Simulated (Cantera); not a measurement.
An isothermal plug-flow reactor at 1323 K and 1.00 bar (inlet), inlet velocity 2.6 m/s, active area per volume 400 1/m; feed CH4 : O2 : N2 : H2O = 0.0023 : 0.085 : 0.79 : 0.0053 (molar parts), equivalence ratio 0.054.

Computed with Cantera and Deutschmann's 1995 Pt surface mechanism with GRI-Mech 3.0 gas chemistry. Catalytic surfaces can have several steady states; this one follows from the mechanism file's or the stated starting coverage. Mass transfer to the wall is taken as infinitely fast.

### Question
What does this change do: area per volume 400 to 120 1/m?

### Answer
| quantity | before | after |
|---|---|---|
| x(CH4) at z = 0.014 m | 0.000268 | 0.000886 |
| x(O2) at z = 0.014 m | 0.0918 | 0.0932 |
| x(H2O) at z = 0.014 m | 0.0105 | 0.00913 |
| x(CO2) at z = 0.014 m | 0.00218 | 0.00143 |
| x(CO) at z = 0.014 m | 1.73e-6 | 1.37e-5 |
| θ(free Pt) at the exit | 0.555 | 0.554 |
| θ(O*) at the exit | 0.444 | 0.445 |

### Question
What does this change do: inlet velocity 2.6 to 1.3 m/s?

### Answer
```json
[
 {"quantity": "x(CH4) at z = 0.014 m", "before": "0.000268", "after": "2.51e-5"},
 {"quantity": "x(O2) at z = 0.014 m", "before": "0.0918", "after": "0.0913"},
 {"quantity": "x(H2O) at z = 0.014 m", "before": "0.0105", "after": "0.0111"},
 {"quantity": "x(CO2) at z = 0.014 m", "before": "0.00218", "after": "0.00250"},
 {"quantity": "x(CO) at z = 0.014 m", "before": "1.73e-6", "after": "3.13e-7"},
 {"quantity": "θ(free Pt) at the exit", "before": "0.555", "after": "0.555"},
 {"quantity": "θ(O*) at the exit", "before": "0.444", "after": "0.444"}
]
```
